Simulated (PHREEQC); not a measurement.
1 kg of water holding 0.079 mol/kgw K2SO4 and 0.19 mol/kgw Na2SO4 is evaporated at 50 °C; the solids stay in contact with the brine. CO2 from the air is kept out. The run lets Arcanite, Glaserite, Mirabilite, Misenite, Thenardite precipitate or redissolve, and no other solid.

The series has 28 steps of water left (kg), from 1 to 0.005012.

All values are PHREEQC results (Pitzer model, pitzer.dat), not measurements.

Question: Which solids form, in which order, and at which step of the series does each first stand?

Answer: Glaserite from water left = 0.1156 kg; Thenardite from water left = 0.04335 kg.

Species that the database lacks are ignored. At this temperature some constants are extrapolated from 25 °C, and those without enthalpy data are left unchanged.
